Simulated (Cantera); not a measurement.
An isothermal plug-flow reactor at 850 K and 1.01 bar (inlet), inlet velocity 2.4 m/s, active area per volume 740 1/m; feed CO : O₂ : N₂ : H₂O = 0.007 : 0.018 : 0.79 : 0.021 (molar parts).

Cantera simulation using Deutschmann's 1995 Pt surface mechanism with GRI-Mech 3.0 gas chemistry; the numbers are that mechanism's predictions, not measurements. Catalytic surfaces can have several steady states; this one follows from the mechanism file's or the stated starting coverage. Mass transfer to the wall is taken as infinitely fast.

Task: What does this change do: temperature 850 to 600 K?

Result: 
| quantity | before | after |
|---|---|---|
| x(CO) at z = 0.045 m | <1e-12 | 0.00795 |
| x(O₂) at z = 0.045 m | 0.0174 | 0.0213 |
| x(H₂O) at z = 0.045 m | 0.0252 | 0.0251 |
| x(CO₂) at z = 0.045 m | 0.00841 | 0.000422 |
| θ(free Pt) at the exit | 0.115 | 0.00901 |
| θ(O*) at the exit | 0.880 | 0.00327 |
